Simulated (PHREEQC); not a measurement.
CaCl2 is added in steps, without added water, to 1 kg of water holding 130 mmol/kgw NiSO4 and 9.2 mmol/kgw H2SO4, at 15 °C. Oxygen is held at 0.21 atm. The system is closed to CO2. Only these solids could form: Gypsum, Portlandite, Ni(OH)2, Ni4(OH)6SO4, Morenosite.

Base run: PHREEQC, ion-association model, wateq4f.dat. Each further column changes one thing. The table gives pH.

| CaCl2 added (mol) | base | Davies equation for every ion | all activity coefficients set to 1 | metal-ligand complexes left out |
|---|---|---|---|---|
| 0 | 2.24 | 2.27 | 2.18 | 2.38 |
| 0.0175 | 2.22 | 2.24 | ___ | 2.34 |
| 0.035 | 2.18 | 2.20 | 2.04 | 2.30 |
| 0.0525 | 2.14 | 2.16 | 1.98 | 2.26 |
| 0.07 | 2.10 | 2.12 | ___ | 2.20 |
| 0.0875 | 2.06 | 2.08 | 1.88 | 2.15 |
| 0.105 | 2.02 | 2.04 | ___ | 2.09 |
| 0.1225 | 1.99 | 2.00 | ___ | 2.03 |
| 0.14 | 1.96 | 1.97 | ___ | 1.98 |

Fill in the missing entries.


- 0.0175, all activity coefficients set to 1: 2.11
- 0.07, all activity coefficients set to 1: 1.93
- 0.105, all activity coefficients set to 1: 1.84
- 0.1225, all activity coefficients set to 1: 1.81
- 0.14, all activity coefficients set to 1: 1.79
